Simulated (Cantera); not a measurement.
A Cantera script and its output.

```python
import numpy as np
import cantera as ct

gas = ct.Solution("gri30.yaml")
gas.TPX = 1300, 250000, {'CO': 0.0014, 'O2': 0.0082, 'H2O': 0.038, 'N2': 1}
reactor = ct.IdealGasConstPressureReactor(gas, energy="off", clone=False)
net = ct.ReactorNet([reactor])
net.rtol, net.atol = 1e-08, 1e-18
show = ['CO', 'O2', 'H2O', 'HO2', 'NO', 'H2']
times = np.geomspace(6e-05, 20, 11)

steps = ct.SolutionArray(gas, extra=["t"])
rows = []
print(f"{'t/s':>10s}{'T/K':>9s}{'P/Pa':>11s}" + "".join(f"{s:>11s}" for s in show))
for t in times:
    while net.time < t:
        t_next = net.step()
        steps.append(gas.state, t=t_next)
    rows.append([np.interp(t, steps.t, y) for y in (steps.T, steps.P, *steps(*show).X.T)])
    print(f"{t:10.3e}{rows[-1][0]:9.1f}{rows[-1][1]:11.4g}" + "".join(f"{x:11.3e}" for x in rows[-1][2:]))
rate = np.gradient(steps.T, steps.t)
print("integrator steps:", len(steps.t))
if steps.T.max() > steps.T[0] + 200:
    print(f"time of steepest temperature rise: {steps.t[rate.argmax()]:.4e} s")
gas.TPX = 1300, 250000, {'CO': 0.0014, 'O2': 0.0082, 'H2O': 0.038, 'N2': 1}
gas.equilibrate("TP")
print(f"equilibrium (TP): T = {gas.T:.1f} K  " + "  ".join(f"{s} {gas[s].X[0]:.3e}" for s in show))
```

Output:

```
       t/s      T/K       P/Pa         CO         O2        H2O        HO2         NO         H2
 6.000e-05   1300.0    2.5e+05  1.336e-03  7.827e-03  3.627e-02  1.845e-10  5.960e-18  2.557e-11
 2.140e-04   1300.0    2.5e+05  1.336e-03  7.827e-03  3.627e-02  1.011e-09  6.272e-17  7.618e-10
 7.634e-04   1300.0    2.5e+05  1.336e-03  7.827e-03  3.627e-02  3.171e-08  2.884e-15  5.521e-08
 2.723e-03   1300.0    2.5e+05  8.739e-04  7.602e-03  3.617e-02  3.026e-06  1.026e-09  6.570e-05
 9.712e-03   1300.0    2.5e+05  7.851e-05  7.198e-03  3.627e-02  5.483e-07  5.468e-09  8.954e-06
 3.464e-02   1300.0    2.5e+05  4.547e-06  7.164e-03  3.629e-02  4.480e-08  6.471e-09  7.018e-07
 1.236e-01   1300.0    2.5e+05  1.313e-07  7.163e-03  3.630e-02  4.807e-09  6.828e-09  7.204e-08
 4.407e-01   1300.0    2.5e+05  2.065e-09  7.163e-03  3.630e-02  2.367e-09  6.951e-09  2.627e-08
 1.572e+00   1300.0    2.5e+05  1.540e-09  7.163e-03  3.630e-02  2.252e-09  7.000e-09  2.371e-08
 5.607e+00   1300.0    2.5e+05  1.539e-09  7.163e-03  3.630e-02  2.252e-09  7.101e-09  2.370e-08
 2.000e+01   1300.0    2.5e+05  1.539e-09  7.163e-03  3.630e-02  2.252e-09  7.460e-09  2.370e-08
integrator steps: 1143
equilibrium (TP): T = 1300.0 K  CO 1.543e-09  O2 7.123e-03  H2O 3.630e-02  HO2 2.242e-09  NO 8.069e-05  H2 2.376e-08
```

Cantera simulation using GRI-Mech 3.0 (53 species, 325 reactions); the numbers are that mechanism's predictions, not measurements.
